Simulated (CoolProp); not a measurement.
Saturation properties of R143a.

Model: reference Helmholtz-energy equation of state, Lemmon and Jacobsen 2000, in CoolProp.

```csv
T (°C),p (kPa),vapour density (kg/m³),liquid cp (kJ/(kg K)),liquid conductivity (mW/(m K))
-84.45,11.51,0.6242,1.242,121
-73.55,24.01,1.240,1.263,115
-62.65,45.87,2.270,1.287,109
-51.75,81.41,3.883,1.313,104
-40.85,135.9,6.287,1.342,98.6
-29.95,215.3,9.730,1.375,93.6
-19.05,326.5,14.52,1.413,88.8
-8.15,476.9,21.02,1.457,84.1
2.65,672.4,29.66,1.509,79.6
13.55,925.4,41.25,1.575,75.1
24.45,1244,56.74,1.663,70.7
35.35,1637,77.74,1.791,66.2
```

It boils at -47.2 °C under 1 atm.

Thermal conductivity comes from a separate model (McLinden 2000), an estimate that may be off by 10 % or more.
